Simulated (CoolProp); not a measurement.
Vapour-liquid equilibrium of neopentane (1) + n-pentane (2) at 14.3 bar; x and y are mole fractions of (1).

Values from CoolProp's multi-fluid Helmholtz-energy mixture model, Lemmon 2006 and Thol 2019; pair parameters Bell 2016.

```tsv
x	bubble temperature, mixture model (°C)	bubble temperature, Raoult's law (°C)	y, mixture model	y, Raoult's law
0.05	142.2	142.0	0.070	0.083
0.15	[?]	138.2	0.202	0.234
0.25	135.2	134.7	0.324	0.367
0.35	131.9	131.3	[?]	0.486
0.45	128.7	128.1	0.543	0.591
0.55	[?]	125.0	0.640	0.685
0.65	122.6	122.1	0.730	0.768
0.75	119.7	119.3	0.814	0.844
0.85	[?]	116.6	0.892	0.911
0.95	114.2	114.1	0.965	0.972
```

Question: Some entries are withheld; supply them.

Answer: 
- 0.15, bubble temperature, mixture model (°C): 138.6
- 0.35, y, mixture model: 0.438
- 0.55, bubble temperature, mixture model (°C): 125.6
- 0.85, bubble temperature, mixture model (°C): 116.9

The largest gap from Raoult's law is +0.6 K in bubble temperature, at x = 0.45. No azeotrope shows between x = 0.05 and 0.95.

Pair parameters are fitted to limited data, so mixtures are less certain than the pure fluids.
